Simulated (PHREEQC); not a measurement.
Make-up at 20 °C and 500 atm: 0.0028 mol Cu(BF4)2, 2.3e-05 mol HBF4 and 9.2e-07 mol H3BO3 per kg of water. Closed to the air; pH follows from the charge balance.

Model: ion-association model, phreeqc.dat, run in PHREEQC.

**Question.** The ionic strength comes out as 0.00965 mol/kgw. What activity coefficients do BF4-, BF2(OH)2-, BF(OH)3-, Cu+2, H+ get?

**Answer.** BF4- 0.91, BF2(OH)2- 0.91, BF(OH)3- 0.91, Cu+2 0.69, H+ 0.92.

Precipitation was switched off in this run. Under pressure, the constants of complexes without a molar volume in the database are unreliable. Real BF4- forms and hydrolyses slowly; the run takes it at equilibrium.
